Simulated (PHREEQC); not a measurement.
A column of 0.1 m (40 cells, dispersivity 0.008 m, 720 s a shift, diffusion coefficient 3e-10 m²/s) holds 0.048 eq of the database's cation exchanger X per kg of pore water, first in equilibrium with 0.00042 mol/kgw SrCl2, 0.019 mol/kgw CaCl2 and 1e-05 mol/kgw HCl. It is flushed with 9 mmol/kgw MgCl2, 0.81 mmol/kgw LiCl and 0.01 mmol/kgw HCl, at 40 °C. Values are for the last cell. The system is closed to CO2. Nothing may precipitate in this run.

Base run: PHREEQC, ion-association model, phreeqc.dat. Each further column changes one thing. The table gives Mg in solution (mol/kgw).

| pore volumes | base | exchange capacity from 0.048 to 0.024 eq/kgw | dispersivity from 0.008 to 0.016 m |
|---|---|---|---|
| 0 | 0 | 0 | 0 |
| 1.012 | 0.000258 | ? | 0.000758 |
| 1.762 | 0.00139 | 0.00355 | 0.00221 |
| 2.763 | 0.00367 | 0.00633 | ? |
| 3.513 | 0.00517 | ? | 0.00535 |
| 4.513 | 0.00660 | 0.00840 | 0.00652 |
| 5.263 | 0.00733 | ? | 0.00715 |
| 6.263 | 0.00799 | 0.00888 | 0.00775 |
| 7.013 | 0.00831 | 0.00894 | 0.00807 |
| 8.012 | 0.00860 | ? | 0.00837 |

Complete the blanks.


- 1.012, exchange capacity from 0.048 to 0.024 eq/kgw: 0.00111
- 2.763, dispersivity from 0.008 to 0.016 m: 0.00415
- 3.513, exchange capacity from 0.048 to 0.024 eq/kgw: 0.00756
- 5.263, exchange capacity from 0.048 to 0.024 eq/kgw: 0.00870
- 8.012, exchange capacity from 0.048 to 0.024 eq/kgw: 0.00898

Constants without temperature data keep their 25 °C values here.
